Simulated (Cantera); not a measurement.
A closed system holds: 1 mol SiO₂, 320 mol H₂, at 1075 K and 9.75 Torr.

Equilibrium computed with Cantera from the NASA thermochemical tables; the gas is ideal and each condensed phase is pure. Candidate condensed phases: H₂O, Si, SiO₂; 18 gas species. The numbers say what is thermodynamically allowed, not how fast it happens.

Base state: H₂ 1.00 (mole fractions); condensed: SiO₂(β-quartz).

Task: What changes in the equilibrium state with this change: temperature from 1075 K to 2000 K?

Result: 
| species | before | after |
|---|---|---|
| H₂ | 1.00 | 0.980 |
| H | 1.29e-7 | 0.0141 |
| SiO | 6.30e-8 | 0.00309 |
| H₂O | 6.31e-8 | 0.00309 |
| SiO₂(β-quartz), mol | 1.000 | 0 |
